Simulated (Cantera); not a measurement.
Cantera run, input and output.

```python
import numpy as np
import cantera as ct

gas = ct.Solution("gri30.yaml")
gas.TPX = 1750, 130, {'CH4': 1, 'H2': 0.37}
reactor = ct.IdealGasConstPressureReactor(gas, energy="off", clone=False)
net = ct.ReactorNet([reactor])
net.rtol, net.atol = 1e-08, 1e-18
show = ['CH4', 'H2', 'C2H2', 'H', 'CH2', 'C2H']
times = np.geomspace(5e-05, 300, 15)

steps = ct.SolutionArray(gas, extra=["t"])
rows = []
print(f"{'t/s':>10s}{'T/K':>9s}{'P/Pa':>11s}" + "".join(f"{s:>11s}" for s in show))
for t in times:
    while net.time < t:
        t_next = net.step()
        steps.append(gas.state, t=t_next)
    rows.append([np.interp(t, steps.t, y) for y in (steps.T, steps.P, *steps(*show).X.T)])
    print(f"{t:10.3e}{rows[-1][0]:9.1f}{rows[-1][1]:11.4g}" + "".join(f"{x:11.3e}" for x in rows[-1][2:]))
rate = np.gradient(steps.T, steps.t)
print("integrator steps:", len(steps.t))
if steps.T.max() > steps.T[0] + 200:
    print(f"time of steepest temperature rise: {steps.t[rate.argmax()]:.4e} s")
gas.TPX = 1750, 130, {'CH4': 1, 'H2': 0.37}
gas.equilibrate("TP")
print(f"equilibrium (TP): T = {gas.T:.1f} K  " + "  ".join(f"{s} {gas[s].X[0]:.3e}" for s in show))
```

It prints:

```
       t/s      T/K       P/Pa        CH4         H2       C2H2          H        CH2        C2H
 5.000e-05   1750.0        130  7.299e-01  2.701e-01  9.958e-18  1.418e-06  3.427e-13  1.401e-25
 1.524e-04   1750.0        130  7.299e-01  2.701e-01  1.973e-15  1.901e-06  6.674e-12  6.262e-23
 4.648e-04   1750.0        130  7.299e-01  2.701e-01  4.922e-13  2.556e-06  1.107e-10  2.790e-20
 1.417e-03   1750.0        130  7.297e-01  2.701e-01  8.613e-11  4.533e-06  1.478e-09  9.645e-18
 4.321e-03   1750.0        130  7.293e-01  2.702e-01  1.069e-08  1.061e-05  1.562e-08  2.907e-15
 1.317e-02   1750.0        130  7.277e-01  2.707e-01  1.148e-06  2.966e-05  1.424e-07  8.796e-13
 4.017e-02   1750.0        130  7.192e-01  2.745e-01  1.330e-04  9.501e-05  1.146e-06  3.233e-10
 1.225e-01   1750.0        130  5.894e-01  3.566e-01  1.671e-02  4.569e-04  7.121e-06  1.505e-07
 3.734e-01   1750.0        130  2.024e-01  6.383e-01  1.441e-01  1.168e-03  5.977e-06  1.854e-06
 1.139e+00   1750.0        130  6.571e-02  7.392e-01  1.902e-01  1.496e-03  3.368e-06  2.707e-06
 3.471e+00   1750.0        130  1.638e-02  7.749e-01  2.056e-01  2.137e-03  2.092e-06  3.987e-06
 1.058e+01   1750.0        130  2.092e-03  7.838e-01  2.098e-01  4.070e-03  1.143e-06  7.664e-06
 3.227e+01   1750.0        130  2.251e-04  7.838e-01  2.103e-01  5.690e-03  2.559e-07  1.074e-05
 9.839e+01   1750.0        130  5.956e-05  7.838e-01  2.103e-01  5.750e-03  6.979e-08  1.085e-05
 3.000e+02   1750.0        130  3.575e-05  7.839e-01  2.103e-01  5.752e-03  4.199e-08  1.085e-05
integrator steps: 1716
equilibrium (TP): T = 1750.0 K  CH4 3.499e-05  H2 7.839e-01  C2H2 2.103e-01  H 5.752e-03  CH2 4.110e-08  C2H 1.085e-05
```

Cantera simulation using GRI-Mech 3.0 (53 species, 325 reactions); the numbers are that mechanism's predictions, not measurements. GRI-Mech 3.0 stops at C3 and has no aromatics, soot or wall deposition, so with more carbon than oxygen in the feed, carbon stays in small species such as C2H2 where larger ones or solid carbon would form. Radical loss at walls, strong at low pressure, is not modelled.
